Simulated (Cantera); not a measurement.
A closed system holds: 1 mol Al(CH3)3, 80 mol NH3, 1.7 mol N2, held at 1750 K and 0.240 Torr.

Equilibrium computed with Cantera from the NASA thermochemical tables; the gas is ideal and each condensed phase is pure. Candidate condensed phases: Al, AlN, C, C6H6, C7H8, C8H18; 97 gas species. The feed counts by its element totals alone. Equilibrium is a limit: real reactors are often held back by kinetics, nucleation or transport.

Base state: H2 0.734, N2 0.247, H 0.0111, Al 0.00590, HCN 0.00203, C2H2 (acetylene) 8.43e-5, HNC 6.88e-5, AlH 4.73e-5 (mole fractions); condensed: C(graphite).

Problem. What changes in the equilibrium state with this change: temperature from 1750 K to 850 K?

Solution. 
```json
[
 {"species": "H2", "before": "0.734", "after": "0.751"},
 {"species": "N2", "before": "0.247", "after": "0.249"},
 {"species": "CH4", "before": "1.57e-7", "after": "0.000112"},
 {"species": "H", "before": "0.0111", "after": "<1e-9"},
 {"species": "Al", "before": "0.00590", "after": "<1e-9"},
 {"species": "C2H2 (acetylene)", "before": "8.43e-5", "after": "<1e-9"},
 {"species": "HNC", "before": "6.88e-5", "after": "<1e-9"},
 {"species": "AlH", "before": "4.73e-5", "after": "<1e-9"},
 {"species": "HCN", "before": "0.00203", "after": "1.32e-7"},
 {"species": "C(graphite), mol", "before": "2.62", "after": "2.98"},
 {"species": "AlN(s), mol", "before": "0", "after": "1.00"}
]
```
